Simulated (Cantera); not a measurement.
# Moist CO burnout

A perfectly stirred reactor is fed with CO : O2 : H2O : N2 = 0.02 : 0.071 : 0.003 : 1 (molar parts), at 1.01 bar; it is held at 1325 K, and followed from long to short residence time.

Model: GRI-Mech 3.0 (53 species, 325 reactions), integrated in Cantera.

| τ (s) | x CO | x O2 | x H2O | x H2 | x NO | x HO2 |
|---|---|---|---|---|---|---|
| 1.1 | 0.000203 | 0.0563 | 0.00275 | 7.17e-7 | 3.77e-6 | 6.96e-7 |
| 0.28 | 0.000511 | 0.0565 | 0.00274 | 1.86e-6 | 2.55e-6 | 1.35e-6 |
| 0.072 | 0.00125 | 0.0568 | 0.00272 | 4.70e-6 | 1.54e-6 | 2.35e-6 |
| 0.018 | 0.00299 | 0.0575 | 0.00269 | 1.11e-5 | 9.09e-7 | 3.70e-6 |
| 0.0045 | 0.00653 | 0.0590 | 0.00263 | 2.18e-5 | 5.62e-7 | 5.14e-6 |
| 0.0011 | 0.0121 | 0.0614 | 0.00259 | 2.88e-5 | 2.34e-7 | 6.03e-6 |
| 0.00029 | 0.0169 | 0.0639 | 0.00266 | 1.27e-5 | 1.31e-8 | 4.90e-6 |
x: mole fraction; the columns are a selection and need not sum to one.
